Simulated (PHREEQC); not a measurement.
Single salt, acid or base with metal-bearing waste water (model solution)

Solution A (27 mmol/kgw CuSO4) is mixed with solution B (15 mmol/kgw MnSO4, 0.34 mmol/kgw H3AsO4 and 190 mmol/kgw HCl) at 20 °C; shares are by mass of water, 1 kg in all. The system is closed to oxygen. No CO2 enters from the air. Only these solids could form: Pyrochroite, Cu(OH)2, Brochantite, Antlerite, Atacamite, Cu3(AsO4)2:6w, Mn3(AsO4)2:8H2O, Chalcanthite.

All values are PHREEQC results (ion-association model, wateq4f.dat), not measurements.

```tsv
share of solution B	pH	Antlerite (mol)	H3AsO4 (mol/kgw)
0	4.20	2.97e-5	0
0.1	1.96	0	2.10e-5
0.2	1.63	0	5.27e-5
0.3	1.43	0	8.60e-5
0.4	1.29	0	0.000120
0.5	1.18	0	0.000154
0.6	1.09	0	0.000187
0.7	1.02	0	0.000221
0.8	0.95	0	0.000255
0.9	0.90	0	0.000289
1	0.85	0	0.000323
```

Antlerite from the start (pH 4.20), last present at share of solution B = 0.

The database has no arsenate complexes of Cu, Mn.
